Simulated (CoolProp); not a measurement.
Vapour-liquid equilibrium of CH2F2 (R32) (1) + propylene (2) at 0.959 MPa; x and y are mole fractions of (1).

Computed with CoolProp (multi-fluid Helmholtz-energy mixture model, Tillner-Roth 1997 and Lemmon 2013; pair parameters Bell 2016).

Task: Give the bubble temperature and the first vapour's composition at x = 0.5, 0.725, 0.8. Is there an azeotrope?

Result: x = 0.5: 272.5 K, y = 0.580; x = 0.725: 272.2 K, y = 0.683; x = 0.8: 272.8 K, y = 0.730. y crosses x between x = 0.575 and 0.65: the model has an azeotrope there.

The pair parameters rest on a limited set of measurements; away from them the model extrapolates.
